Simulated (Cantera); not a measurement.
A diamond (100) surface in a fixed gas of H2 with x(CH4) = 0.0038, x(H) = 0.0018, x(CH3) = 0.00042, 90.0 Torr; coverages are run to steady state.

Detailed kinetics in Cantera: the Harris–Goodwin 1993 mechanism for the reconstructed diamond (100) surface.

θ: site fractions in the mechanism's names (c6HH fully hydrogenated, c6H* and c6*H radical sites, c6** diradical, c6HM methylated).

| T (K) | growth (µm/h) | θ c6HH | θ c6H* | θ c6*H | θ c6** | θ c6HM |
|---|---|---|---|---|---|---|
| 900 | 12.5 | 0.560 | 0.00844 | 0.235 | 0.00330 | 0.155 |
| 975 | (withheld) | 0.528 | (withheld) | (withheld) | (withheld) | (withheld) |
| 1050 | 24.7 | 0.496 | 0.0202 | 0.361 | 0.0108 | 0.0773 |
| 1125 | 22.9 | 0.470 | 0.0282 | 0.422 | 0.0169 | 0.0401 |
| 1200 | 14.3 | 0.443 | 0.0369 | 0.472 | 0.0242 | 0.0133 |
| 1275 | 8.96 | 0.413 | 0.0451 | 0.502 | 0.0314 | 0.00336 |
| 1350 | (withheld) | 0.387 | (withheld) | 0.518 | (withheld) | (withheld) |

Q: Some entries are withheld; supply them.

A: 
- 975, growth (µm/h): 19.1
- 975, θ c6H*: 0.0137
- 975, θ c6*H: 0.300
- 975, θ c6**: 0.00632
- 975, θ c6HM: 0.114
- 1350, growth (µm/h): 7.57
- 1350, θ c6H*: 0.0526
- 1350, θ c6**: 0.0380
- 1350, θ c6HM: 0.000810
